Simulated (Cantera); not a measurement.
A Cantera script and what it prints.

```python
import numpy as np
import cantera as ct

gas_names = """
    H HO2 H2 H2O H2O2 O OH O2 O3 V VO VO2
""".split()
cond_names = """
    H2O(s) H2O(L) V(cr) V(L) VO(s) VO(L) V2O3(s) V2O3(L) V2O4(I) V2O4(II) V2O4(L) V2O5(s) V2O5(L)
""".split()


# ... load() reads the species with a 1 bar reference pressure and builds the phases ...
atoms = {
    'V2O5': {'V': 2, 'O': 5},
    'H2': {'H': 2},
    'H2O': {'H': 2, 'O': 1},
}
top_T = {}  # K; cautious upper limits of use, not melting points


# ... equilibrate(T, P, feed) seeds the gas with the atoms and calls Mixture.equilibrate('TP', solver="vcs", rtol=1e-11, max_steps=5000) ...
results = []
T = 1948  # K
P = 21  # Pa
for m in [28, 35, 42, 50, 57, 65, 72, 79, 87, 94, 100, 110, 120]:
    feed = {'V2O5': 1, 'H2': m, 'H2O': 1}  # mol
    mix = equilibrate(T, P, feed)
    results.append((T, P, feed, dict(zip(mix.species_names, mix.species_moles))))

top = {s: max(r[3][s] / sum(r[3][g] for g in gas_names) for r in results) for s in gas_names}
cols = sorted((s for s in top if top[s] > 0.0001), key=lambda s: -top[s])[:6]
seen = [c for c in cond_names if any(r[3].get(c, 0) > 1e-12 for r in results)]
print("log10 of partial pressures in bar; condensed amounts in mol")
print(f"{'n(H2)':>10s}" + "".join(f"{s[:9]:>10s}" for s in cols + seen))
for T, P, feed, n in results:
    ng = sum(n[g] for g in gas_names)
    print(f"{feed['H2']:10.4g}" + "".join(f"{np.log10(max(n[s] / ng * P / 1e5, 1e-99)):10.3f}" for s in cols)
          + "".join(f"{n.get(c, 0):10.4g}" for c in seen))
```

Result:

```
log10 of partial pressures in bar; condensed amounts in mol
     n(H2)        H2         H       H2O       VO2        VO        OH   V2O3(s)
        28    -3.771    -4.832    -4.838    -4.968    -6.341    -6.943    0.1497
        35    -3.761    -4.827    -4.940    -5.024    -6.284    -7.050   0.06709
        42    -3.753    -4.824    -5.022    -5.074    -6.245    -7.136         0
        50    -3.747    -4.820    -5.089    -5.151    -6.248    -7.206         0
        57    -3.743    -4.818    -5.139    -5.209    -6.252    -7.258         0
        65    -3.739    -4.817    -5.190    -5.268    -6.257    -7.310         0
        72    -3.737    -4.815    -5.229    -5.315    -6.262    -7.351         0
        79    -3.735    -4.814    -5.264    -5.358    -6.268    -7.387         0
        87    -3.733    -4.813    -5.301    -5.403    -6.274    -7.425         0
        94    -3.731    -4.812    -5.330    -5.439    -6.279    -7.455         0
       100    -3.730    -4.812    -5.354    -5.468    -6.284    -7.479         0
       110    -3.728    -4.811    -5.390    -5.514    -6.292    -7.516         0
       120    -3.727    -4.811    -5.423    -5.556    -6.300    -7.550         0
```

These are equilibrium values from Cantera (NASA tables, ideal gas, pure condensed phases), not measurements of a reactor. Condensed phases not in the tables: the oxides between V2O3 and V2O5 other than VO2.
